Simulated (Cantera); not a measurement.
## CH3SiCl3 + CH4 + H2 + C3H8 (silicon carbide growth)

Input: 1 mol CH3SiCl3, 0.02 mol CH4, 430 mol H2, 0.45 mol C3H8, equilibrated at 0.133 bar.

These are equilibrium values from Cantera (NASA tables, ideal gas, pure condensed phases), not measurements of a reactor. Candidate condensed phases: C, C6H6, C7H8, C8H18, Si, SiC; 109 gas species. The feed counts by its element totals alone. The tables' values for SiCl are old estimates; treat these amounts as uncertain. Gases not in the tables: Si2H6 and higher silanes. The numbers say what is thermodynamically allowed, not how fast it happens.

```
T (°C)  log p H2  log p H  log p HCl  log p C2H2 (acetylene)  log p Si  log p Cl  log p SiH  n C(graphite)  n SiC(s)
------  --------  -------  ---------  ----------------------  --------  --------  ---------  -------------  --------
1502       -0.88    -3.98      -3.04                   -4.73     -7.33     -6.25      -7.68           1.20     0.998
1602       -0.88    -3.62      -3.04                   -4.38     -6.52     -5.90      -6.99           1.06     0.996
1702       -0.88    -3.30      -3.04                   -4.07     -5.79     -5.59      -6.37          0.793     0.988
1802       -0.88    -3.02      -3.04                   -3.79     -5.14     -5.31      -5.82          0.317     0.959
1902       -0.88    -2.75      -3.05                   -3.64     -4.49     -5.05      -5.26              0     0.836
2002       -0.89    -2.52      -3.05                   -3.54     -3.88     -4.82      -4.74              0     0.362
2102       -0.90    -2.30      -3.06                   -3.48     -3.65     -4.61      -4.59              0         0
2202       -0.91    -2.10      -3.07                   -3.48     -3.62     -4.42      -4.64              0         0
2302       -0.92    -1.92      -3.09                   -3.49     -3.61     -4.24      -4.70              0         0
```
log p: log10 of the partial pressure in bar; n: condensed amount in mol.

From 1502 °C to 1802 °C the condensed part is C(graphite) + SiC(s). From 1902 °C to 2002 °C the condensed part is SiC(s). From 2102 °C to 2302 °C nothing is condensed. The main Si-bearing gas is SiCl2 at 1502 °C and Si at 2302 °C.
